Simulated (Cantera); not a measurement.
Cantera run:

```python
import numpy as np
import cantera as ct

gas_names = [...]  # 113 gases of nasa_gas.yaml made of C, H, O, Ti
cond_names = """
    C(gr) C6H6(L) C7H8(L) C8H18(L),n-octa H2O(s) H2O(L) Ti(a) Ti(b) Ti(L) TiC(s) TiC(L) TiO(a) TiO(b)
    TiO(L) TiO2(ru) TiO2(L) Ti2O3(a) Ti2O3(b) Ti2O3(L) Ti3O5(a) Ti3O5(b) Ti3O5(L) Ti4O7(s) Ti4O7(L)
""".split()


# ... load() reads the species with a 1 bar reference pressure and builds the phases ...
atoms = {
    'Ti(OiPr)4': {'Ti': 1, 'C': 12, 'H': 28, 'O': 4},
    'H2O': {'H': 2, 'O': 1},
    'H2': {'H': 2},
}
top_T = {'C(gr)': 4500}  # K; cautious upper limits of use, not melting points


# ... equilibrate(T, P, feed) seeds the gas with the atoms and calls Mixture.equilibrate('TP', solver="vcs", rtol=1e-11, max_steps=5000) ...
results = []
feed = {'Ti(OiPr)4': 1, 'H2O': 0.45, 'H2': 22}  # mol
T = 1950  # K
P = 140  # Pa
mix = equilibrate(T, P, feed)
results.append((T, P, feed, dict(zip(mix.species_names, mix.species_moles))))
print(gas.report(threshold=1e-05))
for i in range(1, mix.n_phases):
    print(f"{mix.phase(i).name:16s} {mix.phase_moles(i):12.5e} mol")
```

Output:

```
       temperature   1950 K
          pressure   140 Pa
           density   4.1332e-05 kg/m^3
  mean mol. weight   4.7866 kg/kmol
   phase of matter   gas

                          1 kg             1 kmol
                     ---------------   ---------------
          enthalpy        9.5418e+06        4.5673e+07  J
   internal energy        6.1546e+06         2.946e+07  J
           entropy             52809        2.5277e+05  J/K
    Gibbs function       -9.3435e+07       -4.4724e+08  J
 heat capacity c_p            7083.1             33904  J/K
 heat capacity c_v            5346.1             25590  J/K

                      mass frac. Y      mole frac. X     chem. pot. / RT
                     ---------------   ---------------   ---------------
                CO           0.62762           0.10725           -43.238
    C2H2,acetylene         0.0025681         0.0004721           -31.541
                 H         0.0059963          0.028474           -13.059
                H2           0.36381            0.8638           -26.118
     [ +109 minor]        7.5636e-06        1.4863e-06

C(gr)             6.51076e+00 mol
Ti(L)             0.00000e+00 mol
TiC(s)            9.99992e-01 mol
TiO(b)            0.00000e+00 mol
TiO2(ru)          0.00000e+00 mol
Ti2O3(b)          0.00000e+00 mol
Ti3O5(b)          0.00000e+00 mol
Ti4O7(s)          0.00000e+00 mol
Ti4O7(L)          0.00000e+00 mol
```

Equilibrium computed with Cantera from the NASA thermochemical tables; the gas is ideal and each condensed phase is pure. The feed counts by its element totals alone. TiC: taken at fixed stoichiometry.
